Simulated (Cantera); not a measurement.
Input: 1 mol CuO, 0.79 mol CH₄, 0.3 mol N₂, at 1798 K and 0.0390 bar.

Method: chemical equilibrium by Gibbs-energy minimisation in Cantera with the NASA 1993 tables (ideal gas, pure condensed phases). Candidate condensed phases: C, C₆H₆, C₇H₈, C₈H₁₈, Cu, CuO, Cu(OH)₂, Cu₂O, H₂O; 139 gas species. The numbers say what is thermodynamically allowed, not how fast it happens.

Base state: H₂ 0.515, CO 0.282, N₂ 0.111, H₂O 0.0678, Cu 0.0136, CO₂ 0.00974, H 0.00128, Cu₂ 2.58e-5 (mole fractions); condensed: Cu(l).

Q: What changes in the equilibrium state with this change: temperature from 1798 K to 2125 K?

A: 
```
species      before     after
----------  -------  --------
H₂            0.515     0.372
Cu           0.0136     0.269
CO            0.282     0.209
H           0.00128    0.0112
N₂            0.111    0.0814
H₂O          0.0678    0.0511
Cu₂         2.58e-5   0.00135
OH          1.11e-5  0.000191
CO₂         0.00974   0.00570
Cu(l), mol    0.963         0
```
